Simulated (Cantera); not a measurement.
A closed system holds: 1 mol PbO, 0.77 mol CH4, 0.25 mol CO, equilibrated at 2.60 bar.

These are equilibrium values from Cantera (NASA tables, ideal gas, pure condensed phases), not measurements of a reactor. Candidate condensed phases: C, C6H6, C7H8, C8H18, H2O, Pb, PbO, PbO2, Pb3O4; 113 gas species. Equilibrium is a limit: real reactors are often held back by kinetics, nucleation or transport.

### Question
At 1623 K, list the 4 most abundant gas species with their mole fractions, and the condensed phases.

### Answer
H2 0.514, CO 0.371, H2O 0.0708, Pb 0.0282. Condensed: Pb(l).
